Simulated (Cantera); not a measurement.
Input: 1 mol TiO₂, 2.3 mol MgO, 0.21 mol O₂, held at 2375 K and 170 Pa.

Method: chemical equilibrium by Gibbs-energy minimisation in Cantera with the NASA 1993 tables (ideal gas, pure condensed phases). Candidate condensed phases: Mg, MgO, MgTiO₃, MgTi₂O₅, Mg₂TiO₄, Ti, TiO, TiO₂, Ti₂O₃, Ti₃O₅, Ti₄O₇; 9 gas species. Mutual solubility and eutectic melting of coexisting phases are not modelled. Condensed phases not in the tables: alloys, solid solutions and most ternary compounds. The numbers say what is thermodynamically allowed, not how fast it happens.

What is the equilibrium state?


```json
{
  "x(O₂)": "0.763",
  "x(O)": "0.161",
  "x(Mg)": "0.0692",
  "x(MgO)": "0.00593",
  "x(TiO₂)": "0.000809",
  "x(TiO)": "2.66e-6",
  "n(MgO(s))": "0.281 mol",
  "n(Mg₂TiO₄(l))": "1.000 mol",
  "gas_amount": "0.2595 mol",
  "log10 activity of Ti₂O₃(l) (absent)": "-4.80",
  "log10 activity of Ti₃O₅(l) (absent)": "-5.47",
  "log10 activity of Mg(l) (absent)": "-5.92"
}
```
